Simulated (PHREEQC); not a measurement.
PHREEQC input (ion-association model, wateq4f.dat):

```
SOLUTION_MASTER_SPECIES
  An  An-  0  An  62.0  # stands for a non-complexing anion
SOLUTION_SPECIES
  An- = An-
    -log_k 0
    -gamma 3.0 0
  PO4-3 + 3H+ = H3PO4  # constants of phreeqc.dat
    -log_k 21.721
    -delta_h -10.1 kJ
PHASES
  Fix_H+
    H+ = H+
    -log_k 0
SOLUTION 1
  temp 25
  units mmol/kgw
  pH 7 charge
  Cl 0.01
  Cu(2) 0.005
  P 0.43
  Na 50.43
  An 50
END
SELECTED_OUTPUT 1
  -reset false
  -pH true
  -pe true
  -ionic_strength true
  -water true
  -totals Cl Cu Na P Cu(1) Cu(2)
  -molalities Hfo_wOH Hfo_wOH2+ Hfo_wO- Hfo_sOH Hfo_sOH2+ Hfo_sO- Hfo_wH2PO4 Hfo_wHPO4- Hfo_wPO4-2 Hfo_sOCu+
    Hfo_wOCu+
  -saturation_indices Cu(OH)2 Atacamite Cu3(PO4)2:3H2O Halite
USER_PUNCH 1
  -headings sigma psi
  10 PUNCH EDL("sigma", "Hfo"), EDL("psi", "Hfo")
PRINT
  -reset false
USE solution 1
SURFACE 1
  Hfo_wOH 0.000217978 600 0.097
  Hfo_sOH 5.44944e-06
EQUILIBRIUM_PHASES 1
  Fix_H+ -4 HAn 10
    -force_equality true
  O2(g) -0.68 10
END
# ... the last block is repeated for the other 16 points of pH, with NaOH or the acid as the point needs
```

Selected output (columns that matter, 17 of 17 rows; pH added in front):

```
pH	mu	Cl	Cu	Na	P	m_Hfo_wOH	m_Hfo_wOH2+	m_Hfo_wO-	si_Cu(OH)2	si_Atacamite	si_Cu3(PO4)2:3H2O	si_Halite	sigma	psi
4	0.050567	1e-05	4.9483e-06	0.05043	0.0002242	1.9758e-08	1.2158e-05	7.3561e-13	-6.2649	-11.68	-12.333	-8.0544	0.016071	0.029631
4.5	0.050484	1e-05	4.5566e-06	0.05043	0.00022861	5.714e-08	1.6524e-05	4.5264e-12	-5.3006	-10.251	-10.418	-8.0543	0.010219	0.019451
5	0.050454	1e-05	2.9654e-06	0.05043	0.00023608	1.5799e-07	2.383e-05	2.3994e-11	-4.4873	-9.1242	-8.9546	-8.0543	0.0033917	0.0065952
5.5	0.050444	1e-05	1.0405e-06	0.05043	0.00024696	4.135e-07	3.4176e-05	1.1461e-10	-3.9431	-8.5357	-8.3032	-8.0543	-0.003874	-0.0075274
6	0.050453	1e-05	1.6342e-07	0.05043	0.00026087	1.0349e-06	4.7074e-05	5.2122e-10	-3.7526	-8.6548	-8.7482	-8.0543	-0.011498	-0.021762
6.5	0.050493	1e-05	1.7424e-08	0.05043	0.0002771	2.5767e-06	6.1552e-05	2.4712e-09	-3.7664	-9.1823	-9.9133	-8.0544	-0.019247	-0.034794
7	0.050616	1e-05	2.9911e-09	0.050479	0.00029485	6.6943e-06	7.5045e-05	1.368e-08	-3.7951	-9.7398	-11.344	-8.0541	-0.02614	-0.044936
7.5	0.050805	1e-05	1.6332e-09	0.050589	0.00031355	1.7856e-05	8.2394e-05	8.8652e-08	-3.7911	-10.232	-12.949	-8.0535	-0.031336	-0.051709
8	0.05095	9.9999e-06	1.7164e-09	0.050678	0.00033598	4.3725e-05	7.8367e-05	5.5889e-07	-3.7272	-10.604	-14.561	-8.0529	-0.035776	-0.056991
8.5	0.051068	9.9999e-06	2.382e-09	0.050756	0.0003638	8.6258e-05	6.1299e-05	2.7807e-06	-3.5792	-10.808	-16	-8.0524	-0.041098	-0.062803
9	0.051169	9.9999e-06	4.1372e-09	0.050829	0.00039062	0.00012907	3.7914e-05	1.0065e-05	-3.3385	-10.827	-17.202	-8.0519	-0.048085	-0.069685
9.5	0.051266	9.9999e-06	8.3262e-09	0.050906	0.00041109	0.00015118	1.974e-05	2.6523e-05	-3.0346	-10.719	-18.243	-8.0514	-0.058235	-0.078433
10	0.051405	9.9999e-06	1.6313e-08	0.051031	0.00042388	0.00014998	1.0331e-05	4.9876e-05	-2.7427	-10.636	-19.346	-8.0505	-0.076814	-0.091581
10.5	0.051727	9.9999e-06	2.9404e-08	0.051338	0.00042864	0.00013588	5.7713e-06	7.3287e-05	-2.4875	-10.625	-20.593	-8.0483	-0.10912	-0.10874
11	0.052681	9.9999e-06	5.7224e-08	0.052243	0.00042973	0.00011345	2.9594e-06	9.9631e-05	-2.2005	-10.552	-21.799	-8.0419	-0.15456	-0.12579
11.5	0.055611	9.9999e-06	1.3932e-07	0.055041	0.00042994	8.3238e-05	1.2037e-06	0.00013186	-1.8217	-10.296	-22.855	-8.0229	-0.21095	-0.14021
12	0.064659	9.9998e-06	4.9845e-07	0.063857	0.00042999	4.8318e-05	3.1854e-07	0.0001679	-1.2991	-9.7566	-23.752	-7.9686	-0.27346	-0.14961
```

H3PO4, which wateq4f.dat lacks, is added to it with the constant of phreeqc.dat. The database has no phosphate complexes of Cu. The database's constant for dissolved Cu(OH)2 is higher than later reviews accept.
